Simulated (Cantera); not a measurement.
An isothermal, constant-pressure homogeneous reactor starts with CH₄ : H₂ = 0.019 : 1 (molar parts), at 1723 K and 7.50 Torr.

Model: GRI-Mech 3.0 (53 species, 325 reactions), integrated in Cantera. GRI-Mech 3.0 stops at C3 and has no aromatics, soot or wall deposition, so with more carbon than oxygen in the feed, carbon stays in small species such as C2H2 where larger ones or solid carbon would form. Radical loss at walls, strong at low pressure, is not modelled.

One state of this run: x CH₄ = 0.0183; x H₂ = 0.981; x CH₃ = 0.000208; x CH₂ = 1.16e-7; x C₂H₆ = 3.06e-7. x: mole fraction; the columns are a selection and need not sum to one.

Task: Which value of t (s) does it belong to?
A. 0.00587
B. 0.000485
C. 0.248
D. 0.0711

Result: D, 0.0711
